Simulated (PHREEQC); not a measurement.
Model water analysis in mmol/kgw, 16 °C, pH 3.34, pe 12.6:

```csv
constituent,mmol/kgw
Na,1.19
K,0.397
Ca,0.303
Mg,7.08
Cl,2.08
S(6),7.45
Fe(3),0.012
```

Valence states are taken as typed.

All values are PHREEQC results (ion-association model, wateq4f.dat), not measurements.

Each row changes one thing in this solution. This is a speciation only: nothing precipitates in the calculation.

```csv
case,ionic strength (mol/kgw),SO4-2 (mol/kgw),Mg+2 (mol/kgw),MgSO4 (mol/kgw),Ca+2 (mol/kgw),HSO4- (mol/kgw),SI of Jarosite-K (KFe3(SO4)2(OH)6),SI of Gypsum (CaSO4:2H2O)
as made,0.0243,0.00548,0.00534,0.00174,0.000230,0.000131,+0.02,-1.81
Cl from 2.08 to 6.24 mmol/kgw,…,0.00552,0.00538,0.00170,0.000232,…,…,-1.82
all concentrations times 2 at the same typed pH,0.0447,0.0100,0.00983,0.00437,0.000423,…,…,-1.41
```

Q: Complete the blanks.

A: 
- Cl from 2.08 to 6.24 mmol/kgw, ionic strength (mol/kgw): 0.0265
- Cl from 2.08 to 6.24 mmol/kgw, HSO4- (mol/kgw): 0.000130
- Cl from 2.08 to 6.24 mmol/kgw, SI of Jarosite-K (KFe3(SO4)2(OH)6): +0.00
- all concentrations times 2 at the same typed pH, HSO4- (mol/kgw): 0.000214
- all concentrations times 2 at the same typed pH, SI of Jarosite-K (KFe3(SO4)2(OH)6): +1.09

Species that the database lacks are ignored. Some of these states are supersaturated (in Hematite (slow to form), Goethite (slow to form), Jarosite-K, for instance).
